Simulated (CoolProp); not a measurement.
Vapour-liquid equilibrium of dimethyl carbonate (1) + n-heptane (2) at 0.718 MPa; x and y are mole fractions of (1).

Values from CoolProp's multi-fluid Helmholtz-energy mixture model, Zhou 2011 and Span 2003; pair parameters Bell 2016.

| x | bubble temperature, mixture model (°C) | bubble temperature, Raoult's law (°C) | y, mixture model | y, Raoult's law |
|---|---|---|---|---|
| 0.05 | 177.6 | 181.6 | 0.115 | 0.067 |
| 0.15 | 170.3 | 179.7 | 0.284 | 0.194 |
| 0.25 | 165.7 | 178.0 | 0.399 | 0.312 |
| 0.35 | 162.7 | 176.3 | 0.481 | 0.422 |
| 0.45 | 160.9 | 174.7 | 0.545 | 0.526 |
| 0.55 | 160.0 | 173.1 | 0.600 | 0.624 |
| 0.65 | 159.6 | 171.6 | 0.652 | 0.716 |
| 0.75 | 160.0 | 170.2 | 0.711 | 0.802 |
| 0.85 | 161.2 | 168.8 | 0.789 | 0.885 |
| 0.95 | 164.2 | 167.5 | 0.909 | 0.963 |

The largest gap from Raoult's law is -13.8 K in bubble temperature, at x = 0.45. y crosses x between x = 0.65 and 0.75: the model has an azeotrope there.

Pair parameters are fitted to limited data, so mixtures are less certain than the pure fluids.
